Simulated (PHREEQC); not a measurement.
A solution holds 0.0044 mol Na2SO4 and 5.3e-05 mol MgSO4 per kg of water, at 25 °C. Closed to the air; pH follows from the charge balance.

Computed with PHREEQC (Pitzer model, pitzer.dat).

```
quantity                          before    after
-------------------------------  -------  -------
HSO4- (mol/kgw)                  2.66e-8  1.53e-8
SI of Mirabilite (Na2SO4:10H2O)    -5.54    -6.35
SI of Thenardite (Na2SO4)          -6.47    -7.29
```

Question: What was changed between the two runs?
A. MgSO4 from 5.3e-05 to 5.3e-06 mol/kgw
B. MgSO4 replaced by Li2SO4 at the same molality
C. Na2SO4 from 0.0044 to 0.00396 mol/kgw
D. MgSO4 from 5.3e-05 to 0.00053 mol/kgw
E. diluted 2-fold with water

Answer: E, diluted 2-fold with water

Precipitation was switched off in this run.
